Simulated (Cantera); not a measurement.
Input (Python, Cantera) and output of one run.

```python
import numpy as np
import cantera as ct

gas_names = [...]  # 116 gases of nasa_gas.yaml made of C, H, Mg, O
cond_names = """
    C(gr) C6H6(L) C7H8(L) C8H18(L),n-octa H2O(s) H2O(L) Mg(cr) Mg(L) MgCO3(s) MgO(s) MgO(L) MgO2H2(s)
""".split()


# ... load() reads the species with a 1 bar reference pressure and builds the phases ...
atoms = {
    'MgO': {'Mg': 1, 'O': 1},
    'CH4': {'C': 1, 'H': 4},
    'H2': {'H': 2},
}
top_T = {'C(gr)': 4500}  # K; cautious upper limits of use, not melting points


# ... equilibrate(T, P, feed) seeds the gas with the atoms and calls Mixture.equilibrate('TP', solver="vcs", rtol=1e-11, max_steps=5000) ...
results = []
feed = {'MgO': 1, 'CH4': 1.3, 'H2': 0.53}  # mol
T = 2298  # K
for P in [10, 36, 130, 460, 1700, 6000, 22000, 77000, 280000, 1000000]:
    mix = equilibrate(T, P, feed)
    results.append((T, P, feed, dict(zip(mix.species_names, mix.species_moles))))
    x = sorted(zip(gas.X, gas.species_names), reverse=True)
    print(f"T = {T:g} K  P = {P:g} Pa  gas = {mix.phase_moles(0):.4g} mol")
    print("   x: " + "  ".join(f"{s} {v:.3e}" for v, s in x if v > 0.0001))
    print("   condensed (mol): " + ("  ".join(f"{mix.phase(i).name} {mix.phase_moles(i):.4g}"
          for i in range(1, mix.n_phases) if mix.phase_moles(i) > 1e-12) or "none"))
```

It prints:

```
T = 2298 K  P = 10 Pa  gas = 6.684 mol
   x: H 4.644e-01  H2 2.351e-01  CO 1.496e-01  Mg 1.496e-01  C2H2,acetylene 1.006e-03  C3 1.612e-04
   condensed (mol): C(gr) 0.2813
T = 2298 K  P = 36 Pa  gas = 6.051 mol
   x: H2 3.635e-01  H 3.043e-01  CO 1.653e-01  Mg 1.652e-01  C2H2,acetylene 1.555e-03
   condensed (mol): C(gr) 0.2794
T = 2298 K  P = 130 Pa  gas = 5.639 mol
   x: H2 4.626e-01  H 1.807e-01  CO 1.773e-01  Mg 1.772e-01  C2H2,acetylene 1.979e-03
   condensed (mol): C(gr) 0.2769
T = 2298 K  P = 460 Pa  gas = 5.406 mol
   x: H2 5.254e-01  CO 1.850e-01  Mg 1.848e-01  H 1.024e-01  C2H2,acetylene 2.248e-03  MgH 1.656e-04
   condensed (mol): C(gr) 0.2753
T = 2298 K  P = 1700 Pa  gas = 5.275 mol
   x: H2 5.633e-01  CO 1.896e-01  Mg 1.893e-01  H 5.513e-02  C2H2,acetylene 2.410e-03  MgH 3.375e-04
   condensed (mol): C(gr) 0.2743
T = 2298 K  P = 6000 Pa  gas = 5.206 mol
   x: H2 5.834e-01  CO 1.921e-01  Mg 1.914e-01  H 2.987e-02  C2H2,acetylene 2.496e-03  MgH 6.527e-04
   condensed (mol): C(gr) 0.2738
T = 2298 K  P = 22000 Pa  gas = 5.167 mol
   x: H2 5.946e-01  CO 1.935e-01  Mg 1.923e-01  H 1.575e-02  C2H2,acetylene 2.544e-03  MgH 1.267e-03
   condensed (mol): C(gr) 0.2734
T = 2298 K  P = 77000 Pa  gas = 5.145 mol
   x: H2 6.002e-01  CO 1.943e-01  Mg 1.920e-01  H 8.456e-03  C2H2,acetylene 2.568e-03  MgH 2.378e-03
   condensed (mol): C(gr) 0.2731
T = 2298 K  P = 280000 Pa  gas = 5.128 mol
   x: H2 6.027e-01  CO 1.950e-01  Mg 1.905e-01  MgH 4.509e-03  H 4.444e-03  C2H2,acetylene 2.579e-03  CH4 2.186e-04
   condensed (mol): C(gr) 0.2722
T = 2298 K  P = 1e+06 Pa  gas = 5.11 mol
   x: H2 6.028e-01  CO 1.956e-01  Mg 1.872e-01  MgH 8.377e-03  C2H2,acetylene 2.579e-03  H 2.352e-03  CH4 7.811e-04
   condensed (mol): C(gr) 0.2693
```

Method: chemical equilibrium by Gibbs-energy minimisation in Cantera with the NASA 1993 tables (ideal gas, pure condensed phases). The tables' values for MgH are old estimates; treat these amounts as uncertain.
